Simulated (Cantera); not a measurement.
Chemical vapour transport: Al2O3 + Cl2 + H2

Feed: 1 mol Al2O3, 0.92 mol Cl2, 0.26 mol H2, held at 1350 °C.

These are equilibrium values from Cantera (NASA tables, ideal gas, pure condensed phases), not measurements of a reactor. Candidate condensed phases: Al, AlCl3, Al2O3, H2O; 29 gas species. Gases not in the tables: Al(OH)3. Equilibrium is a limit: real reactors are often held back by kinetics, nucleation or transport.

From 0.0100 bar to 10.0 bar the condensed part is Al2O3(s).

| P (Pa) | x Cl2 | x Cl | x HCl | x AlCl3 | x O2 | x H2O | x ClO | x HOCl | n Al2O3(s) |
|---|---|---|---|---|---|---|---|---|---|
| 1000 | 0.154 | 0.494 | 0.330 | 0.0119 | 0.00880 | 0.000143 | 9.86e-5 | 1.08e-6 | 0.991 |
| 3200 | 0.256 | 0.356 | 0.360 | 0.0156 | 0.0115 | 0.000210 | 0.000145 | 2.41e-6 | 0.989 |
| 10000 | 0.348 | 0.235 | 0.386 | 0.0173 | 0.0127 | 0.000330 | 0.000178 | 4.81e-6 | 0.988 |
| 32000 | 0.419 | 0.144 | 0.406 | 0.0172 | 0.0125 | 0.000539 | 0.000194 | 8.98e-6 | 0.989 |
| 100000 | 0.467 | 0.0860 | 0.418 | 0.0161 | 0.0116 | 0.000873 | 0.000196 | 1.57e-5 | 0.990 |
| 320000 | 0.498 | 0.0496 | 0.426 | 0.0147 | 0.0102 | 0.00142 | 0.000190 | 2.68e-5 | 0.991 |
| 1000000 | 0.518 | 0.0286 | 0.429 | 0.0132 | 0.00865 | 0.00226 | 0.000179 | 4.40e-5 | 0.992 |
x: gas mole fraction; n: condensed amount in mol.
